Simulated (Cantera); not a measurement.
Cantera run:

```python
import numpy as np
import cantera as ct

gas_names = """
    N2O N O2 NO NO2 N2
""".split()
cond_names = """

""".split()


# ... load() reads the species with a 1 bar reference pressure and builds the phases ...
species = {s.name: s for s in load("nasa_gas.yaml", gas_names) + load("nasa_condensed.yaml", cond_names)}
# Each term lists the table entries of one substance; the one whose range holds T is used.
reactions = {
    '2 N2O(g) = 4 N(g) + O2(g)':
        [(-2, ['N2O']), (4, ['N']), (1, ['O2'])],
    'NO(g) + N(g) = N2O(g)':
        [(-1, ['NO']), (-1, ['N']), (1, ['N2O'])],
    '2 NO2(g) = 2 O2(g) + N2(g)':
        [(-2, ['NO2']), (2, ['O2']), (1, ['N2'])],
}


def pick(names, T):
    return next(species[n] for n in names if species[n].thermo.min_temp <= T <= species[n].thermo.max_temp)


results = []
for label, terms in reactions.items():
    print(label)
    print("     T/K   dH/kJ  dS/(J/K)   dG/kJ   log10 K")
    for T in [300, 1773, 1873, 1973, 2073, 2173, 2273, 2373, 2473, 2573]:
        used = [(nu, pick(names, T)) for nu, names in terms]
        dH = sum(nu * s.thermo.h(T) for nu, s in used) / 1e6
        dS = sum(nu * s.thermo.s(T) for nu, s in used) / 1e3
        dG = dH - T * dS / 1e3
        logK = -dG * 1e6 / (ct.gas_constant * T * np.log(10))
        results.append((label, T, dH, dS, dG, logK, [s.name for _, s in used]))
        print(f"{T:8g} {dH:8.1f} {dS:8.1f} {dG:8.1f} {logK:8.2f}")
```

It prints:

```
2 N2O(g) = 4 N(g) + O2(g)
     T/K   dH/kJ  dS/(J/K)   dG/kJ   log10 K
     300   1727.6    378.6   1614.0  -281.02
    1773   1742.5    405.4   1023.7   -30.16
    1873   1742.5    405.4    983.2   -27.42
    1973   1742.3    405.3    942.7   -24.96
    2073   1742.2    405.2    902.1   -22.73
    2173   1742.0    405.1    861.6   -20.71
    2273   1741.7    405.0    821.1   -18.87
    2373   1741.5    404.9    780.6   -17.18
    2473   1741.2    404.8    740.1   -15.63
    2573   1740.9    404.7    699.6   -14.20
NO(g) + N(g) = N2O(g)
     T/K   dH/kJ  dS/(J/K)   dG/kJ   log10 K
     300   -482.4   -144.1   -439.1    76.46
    1773   -483.4   -148.9   -219.4     6.46
    1873   -483.1   -148.7   -204.5     5.70
    1973   -482.7   -148.6   -189.6     5.02
    2073   -482.3   -148.4   -174.8     4.40
    2173   -481.9   -148.2   -159.9     3.84
    2273   -481.5   -148.0   -145.1     3.33
    2373   -481.1   -147.8   -130.3     2.87
    2473   -480.7   -147.6   -115.6     2.44
    2573   -480.2   -147.5   -100.8     2.05
2 NO2(g) = 2 O2(g) + N2(g)
     T/K   dH/kJ  dS/(J/K)   dG/kJ   log10 K
     300    -68.4    121.6   -104.9    18.26
    1773    -70.3    123.7   -289.6     8.53
    1873    -70.8    123.4   -301.9     8.42
    1973    -71.3    123.1   -314.3     8.32
    2073    -71.8    122.9   -326.6     8.23
    2173    -72.3    122.7   -338.8     8.14
    2273    -72.8    122.5   -351.1     8.07
    2373    -73.2    122.2   -363.3     8.00
    2473    -73.7    122.0   -375.6     7.93
    2573    -74.2    121.9   -387.7     7.87
```

Standard-state values (1 bar) from the NASA 1993 polynomials, evaluated with Cantera. Condensed species are held in their standard states even where they would react or evaporate.
